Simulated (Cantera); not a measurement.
# Pyrogenic steam for wet oxidation

An isothermal, constant-pressure homogeneous reactor starts with H2 : O2 : N2 = 1.1 : 1 : 2.3 (molar parts), at 875 K and 135 Torr.

Computed with Cantera and the H2/O2 subset of GRI-Mech 3.0, which has no nitrogen chemistry. Below about 950 K walls govern HO2 and H2O2 in real vessels. The temperature is held fixed by assumption; the heat of reaction is taken as removed at once.

```tsv
t (s)	x H2	x O2	x OH	x HO2	x H	x H2O
1.00e-6	0.250	0.227	<1e-12	<1e-12	<1e-12	<1e-12
3.42e-6	0.250	0.227	<1e-12	<1e-12	<1e-12	<1e-12
1.17e-5	0.250	0.227	<1e-12	1.82e-12	1.66e-12	<1e-12
4.00e-5	0.250	0.227	<1e-12	6.92e-12	5.76e-12	1.32e-12
0.000137	0.250	0.227	<1e-12	3.40e-11	2.69e-11	2.36e-11
0.000468	0.250	0.227	1.30e-11	5.12e-10	4.08e-10	8.36e-10
0.00160	0.250	0.227	3.38e-8	1.27e-6	1.04e-6	2.49e-6
0.00548	0.0551	0.141	2.31e-5	6.74e-5	8.60e-5	0.223
0.0187	0.0527	0.140	9.54e-9	2.15e-5	4.82e-8	0.225
0.0641	0.0526	0.140	9.25e-9	1.32e-5	5.02e-8	0.226
0.219	0.0524	0.140	1.54e-8	1.62e-5	7.97e-8	0.226
0.750	0.0504	0.139	4.98e-8	2.52e-5	2.16e-7	0.228
2.56	0.0374	0.133	8.43e-8	2.74e-5	2.56e-7	0.243
8.77	0.0111	0.122	9.69e-8	1.77e-5	9.56e-8	0.273
30.0	0.000299	0.117	4.92e-8	2.16e-6	1.43e-9	0.285
```
x: mole fraction; the columns are a selection and need not sum to one.

Equilibrium at this temperature and pressure: H2 2.47e-12, O2 0.117, OH 1.59e-8, HO2 6.73e-11, H <1e-12, H2O 0.286 (gas phase only).
